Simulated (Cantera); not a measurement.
A closed system holds: 1 mol HCl, 0.046 mol H2O, equilibrated at 1300000 Pa.

These are equilibrium values from Cantera (NASA tables, ideal gas, pure condensed phases), not measurements of a reactor. Candidate condensed phases: H2O; 14 gas species. Kinetics and transport are ignored. All values below are at 2298 K.

Base state: HCl 0.927, H2O 0.0434, Cl 0.0178, H2 0.00993, Cl2 0.00104, H 0.000265, OH 0.000186 (mole fractions); condensed: gas only.

**Question.** What changes in the equilibrium state with this change: H2O from 0.046 to 4.9 mol?

**Answer.** 
| species | before | after |
|---|---|---|
| H2O | 0.0434 | 0.816 |
| HCl | 0.927 | 0.165 |
| H2 | 0.00993 | 0.00893 |
| Cl | 0.0178 | 0.00334 |
| O2 | 6.18e-6 | 0.00270 |
| Cl2 | 0.00104 | 3.65e-5 |
| O | 3.38e-6 | 7.08e-5 |
| OH | 0.000186 | 0.00369 |
| HOCl | 4.12e-6 | 1.53e-5 |

**Question.** What changes in the equilibrium state with this change: H2O from 0.046 to 3.1 mol?

**Answer.** 
```tsv
species	before	after
H2O	0.0434	0.743
HCl	0.927	0.237
H2	0.00993	0.00879
Cl	0.0178	0.00484
O2	6.18e-6	0.00231
O	3.38e-6	6.55e-5
OH	0.000186	0.00338
Cl2	0.00104	7.67e-5
```
